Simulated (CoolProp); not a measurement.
Vapour pressure (MPa) of dodecamethylpentasiloxane (MD3M): the reference equation beside estimates from Tc = 628.0 K, pc = 0.9540 MPa, ω = 0.730.

Computed with CoolProp (reference Helmholtz-energy equation of state, Thol 2019).

| T (K) | reference | Lee-Kesler | Redlich-Kwong | Peng-Robinson |
|---|---|---|---|---|
| 335.8 | 0.0001292 | 0.0001466 | 0.005214 | 0.0001744 |
| 346.5 | 0.0002589 | 0.0002856 | 0.007646 | 0.0003330 |
| 357.2 | 0.0004912 | 0.0005294 | 0.01089 | 0.0006063 |
| 367.9 | 0.0008871 | 0.0009380 | 0.01513 | 0.001057 |
| 378.6 | 0.001532 | 0.001596 | 0.02053 | 0.001772 |
| 389.4 | 0.002553 | 0.002627 | 0.02737 | 0.002879 |
| 400.1 | 0.004083 | 0.004162 | 0.03571 | 0.004507 |
| 410.8 | 0.006318 | 0.006394 | 0.04581 | 0.006852 |
| 421.5 | 0.009489 | 0.009551 | 0.05789 | 0.01014 |
| 432.2 | 0.01387 | 0.01390 | 0.07216 | 0.01464 |

Absolute difference from the reference over all 10 rows, mean and median: Lee-Kesler 4.8 and 3.5 %, Redlich-Kwong 1505.4 and 1106.1 %, Peng-Robinson 16.6 and 14.2 %.
